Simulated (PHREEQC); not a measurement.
Dissolve 0.072 mol HF, 0.18 mol NaF and 0.0008 mol KCl per kg of water at 80 °C. Closed to the air; pH follows from the charge balance.

The numbers come from PHREEQC with the ion-association model, phreeqc.dat.

Precipitation was switched off in this run.

**Question.** Estimate the pH.

**Answer.** pH 3.99.

**Question.** In which forms is F present?

**Answer.** F- 58 %, HF2- 22 %, HF 18 %, NaF 2.8 % of the F.

Constants without temperature data keep their 25 °C values here.
